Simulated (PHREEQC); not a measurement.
A solution holds 2.7 mmol/kgw CdSO4, 3.3 mmol/kgw H3BO3 and 22 mmol/kgw HCl, at 25 °C. Closed to the air; pH follows from the charge balance.

Computed with PHREEQC (ion-association model, phreeqc.dat).

Precipitation was switched off in this run.

**Question.** Predict the pH.

**Answer.** pH 1.74.

**Question.** In which forms is S present?

**Answer.** HSO4- 50 %, SO4-2 45 %, CdSO4 4.6 % of the S.
